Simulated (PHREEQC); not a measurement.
## Brine: an equilibrium model

Dissolve 3.7 mol K2CO3, 0.21 mol H3BO3 and 1.4 mol NaCl per kg of water at 20 °C. Closed to the air; pH follows from the charge balance.

Computed with PHREEQC (Pitzer model, pitzer.dat).

```yaml
pH: 11.37
ionic_strength: 12.3 mol/kgw
activity_of_water: 0.747
density: 1.323 g/cm³
osmotic_coefficient: 1.146
total_alkalinity: 7400 meq/kg
```

| species | molality | activity | log γ |
|---|---|---|---|
| K+ | 7.40 | 4.36 | -0.230 |
| CO3-2 | 3.50 | 0.601 | -0.766 |
| Cl- | 1.40 | 1.12 | -0.095 |
| Na+ | 1.40 | 0.438 | -0.504 |
| HCO3- | 0.200 | 0.0631 | -0.501 |
| B(OH)4- | 0.197 | 0.0905 | -0.337 |
| B(OH)3 | 0.00732 | 0.000907 | -0.907 |
| B4O5(OH)4-2 | 0.00139 | 6.38e-6 | -2.338 |
| OH- | 0.000230 | 0.00119 | 0.711 |
| B3O3(OH)4- | 0.000214 | 9.16e-6 | -1.368 |
| CO2 | 3.22e-7 | 8.57e-7 | 0.425 |

No solid was allowed to form. In brines, pH and single-ion activities rest on the MacInnes convention.
